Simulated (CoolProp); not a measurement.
Ethylbenzene along the isotherm 77.55 °C: density (kg/m³) from the reference equation and from simpler models built on Tc = 344.0 °C, pc = 3.622 MPa, ω = 0.304; each cubic takes its own stable root.

Computed with CoolProp (reference Helmholtz-energy equation of state, Zhou 2012).

```tsv
p (MPa)	phase	reference
0.0573	liquid	815.8
0.0925	liquid	815.8
0.149	liquid	815.9
0.242	liquid	816.0
0.39	liquid	816.2
0.63	liquid	816.4
1.02	liquid	816.8
1.65	liquid	817.5
2.66	liquid	818.5
4.3	liquid	820.1
6.94	liquid	822.7
11.2	liquid	826.7
18.1	liquid	832.8
```

Q: How far does each simpler model (van der Waals, Redlich-Kwong) lie from the reference over these 13 states: mean and median of the absolute difference, and the worst?

A: 
- van der Waals: mean 54.8 %, median 42.0 %, worst -99.7 % at 77.55 °C and 0.0573 MPa
- Redlich-Kwong: mean 14.2 %, median 14.5 %, worst -14.6 % at 77.55 °C and 0.0573 MPa

At some of these states van der Waals gives the other phase, because its saturation line lies elsewhere.
